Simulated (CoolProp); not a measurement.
500 sccm (0 °C, 1 atm) of nitrogen bubbles through liquid n-octane at 339.8 K and leaves saturated at a total pressure of 0.15 MPa (ideal gas phase). Each further row changes one setting.

Values from CoolProp's reference Helmholtz-energy equation of state, Beckmüller 2019.

| case | vapour pressure (kPa) | mole fraction of vapour | delivery (mg/min) | delivery (sccm) | change of delivery for a bath 1 K warmer (%) |
|---|---|---|---|---|---|
| as stated | 13.9 | 0.0924 | ? | 50.9 | ? |
| bath temperature 344.8 K | 17.0 | ? | 325 | 63.7 | ? |
| total pressure 0.3 MPa | 13.9 | ? | ? | 24.2 | ? |

Task: Some entries are withheld; supply them.

Result: 
- as stated, delivery (mg/min): 260
- as stated, change of delivery for a bath 1 K warmer (%): 4.6
- bath temperature 344.8 K, mole fraction of vapour: 0.113
- bath temperature 344.8 K, change of delivery for a bath 1 K warmer (%): 4.5
- total pressure 0.3 MPa, mole fraction of vapour: 0.0462
- total pressure 0.3 MPa, delivery (mg/min): 123
- total pressure 0.3 MPa, change of delivery for a bath 1 K warmer (%): 4.4
